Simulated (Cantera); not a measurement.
Input: 1 mol B2O3, 11 mol H2, held at 1652 °C and 6.00 mbar.

These are equilibrium values from Cantera (NASA tables, ideal gas, pure condensed phases), not measurements of a reactor. Equilibrium is a limit: real reactors are often held back by kinetics, nucleation or transport.

| species | before | after |
|---|---|---|
| H2 | 0.860 | 0.778 |
| HBO2 | 0.0416 | 0.118 |
| H2O | 0.00437 | 0.0654 |
| HBO | 0.0347 | 0.00597 |
| B2O3 | 0.0365 | 0.0198 |
| H | 0.0114 | 0.0109 |
| B2O2 | 0.00427 | 0.000140 |
| OH | 5.03e-6 | 7.90e-5 |
| BO | 0.00720 | 0.00130 |
| BO2 | 5.79e-5 | 0.000173 |
Gas species are given as mole fractions.

Which change was made?
A. 0.73 mol O2 added
B. pressure from 6.00 mbar to 10.0 mbar
C. temperature from 1652 °C to 977 °C
D. temperature from 1652 °C to 2075 °C

A, 0.73 mol O2 added
